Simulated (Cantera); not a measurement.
Charge: 1 mol CuO, 4.5 mol C, 0.013 mol CO.

Method: chemical equilibrium by Gibbs-energy minimisation in Cantera with the NASA 1993 tables (ideal gas, pure condensed phases). Candidate condensed phases: C, Cu, CuO, Cu2O; 15 gas species. Equilibrium is a limit: real reactors are often held back by kinetics, nucleation or transport.

### Question
What condenses at these points (T in K, P in Pa): (1550, 32000); (1750, 320000); (1600, 32000); (1500, 3200); (1750, 32)?

### Answer
```
T (K)  P in Pa  condensed phases  Cu condensed (%)
-----  -------  ----------------  ----------------
1550     32000            C + Cu             100.0
1750    320000            C + Cu             100.0
1600     32000            C + Cu             100.0
1500      3200            C + Cu             100.0
1750        32                 C               0.0
```
